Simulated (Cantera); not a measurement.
## Hydrocarbon pyrolysis for carbon deposition

A perfectly stirred reactor is fed with 17.2 % C2H6, 82.8 % N2, at 0.0263 atm; it is held at 1200 K, and followed from long to short residence time.

Cantera simulation using GRI-Mech 3.0 (53 species, 325 reactions); the numbers are that mechanism's predictions, not measurements. GRI-Mech 3.0 stops at C3 and has no aromatics, soot or wall deposition, so with more carbon than oxygen in the feed, carbon stays in small species such as C2H2 where larger ones or solid carbon would form. Radical loss at walls, strong at low pressure, is not modelled.

```
τ (s)    x C2H6     x C2H     x CH3   x C2H4     x HCN
------  -------  --------  --------  -------  --------
19      0.00119  6.05e-10   1.97e-5   0.0226  1.06e-10
6.7     0.00281  6.72e-10   2.95e-5   0.0363  9.77e-11
2.5     0.00652  6.55e-10   4.43e-5   0.0551  9.15e-11
0.89     0.0161  5.22e-10   6.97e-5   0.0747  8.50e-11
0.33     0.0379  3.14e-10  0.000106   0.0812  7.32e-11
0.12     0.0796  1.39e-10  0.000149   0.0642  5.75e-11
0.043     0.127  5.05e-11  0.000177   0.0339  4.51e-11
0.016     0.155  1.63e-11  0.000172   0.0135  3.37e-11
0.0057    0.167  3.35e-12  0.000126  0.00392  1.73e-11
```
x: mole fraction; the columns are a selection and need not sum to one.
